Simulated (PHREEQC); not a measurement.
1 kg of water meets 20 L of dry gas (N2 1 by moles) at fixed total pressure, at 25 °C; fugacities by Peng-Robinson. The gases take part in no redox reaction, some water evaporates into the gas, and hydrates or a liquid gas phase aren't modelled. Nothing may precipitate in this run.

Model: ion-association model, phreeqc.dat, run in PHREEQC.

```tsv
P (atm)	dissolved N2 (mol/kgw)	φ of N2
2	0.00131	0.999
5	0.00329	0.998
10	0.00655	…
20	…	0.992
30	0.0191	0.988
40	0.0251	0.985
50	…	0.982
75	0.0447	…
100	…	0.972
150	0.0812	0.970
200	0.102	0.974
300	0.140	0.998
400	0.172	1.038
```

### Question
Fill in the missing entries.

### Answer

- 10, φ of N2: 0.996
- 20, dissolved N2 (mol/kgw): 0.0129
- 50, dissolved N2 (mol/kgw): 0.0309
- 75, φ of N2: 0.976
- 100, dissolved N2 (mol/kgw): 0.0576
